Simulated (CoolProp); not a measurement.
Properties of hexamethyldisiloxane (MM) at several states.

The numbers come from the reference Helmholtz-energy equation of state, Thol 2016 in CoolProp.

| T (K) | p (MPa) | phase | Z | cv (kJ/(kg K)) | speed of sound (m/s) | Joule-Thomson coefficient (K/MPa) | isothermal compressibility (1/MPa) | expansivity (1/kK) |
|---|---|---|---|---|---|---|---|---|
| 473.1 | 0.0998 | gas | 0.9740 | 1.904 | 153.9 | 11.43 | [?] | 2.314 |
| 363.8 | 0.0584 | gas | 0.9606 | 1.623 | 133.5 | 29.16 | 17.86 | 3.190 |
| 221.8 | 6.08 | liquid | 0.6348 | 1.393 | 1201 | -0.5059 | 0.001026 | 1.163 |
| 615.8 | 1.97 | supercritical | 0.8013 | 2.236 | 147.9 | 6.516 | [?] | 3.603 |
| 524.9 | 0.0122 | gas | 0.9978 | 2.020 | 165.7 | 8.141 | 82.15 | 1.920 |
| 529 | 0.0134 | gas | 0.9977 | 2.029 | 166.3 | [?] | 74.80 | 1.906 |

Question: What belongs in the gaps?

Answer: 
- 473.1, isothermal compressibility (1/MPa): 10.29
- 615.8, isothermal compressibility (1/MPa): 0.6288
- 529, Joule-Thomson coefficient (K/MPa): 7.971
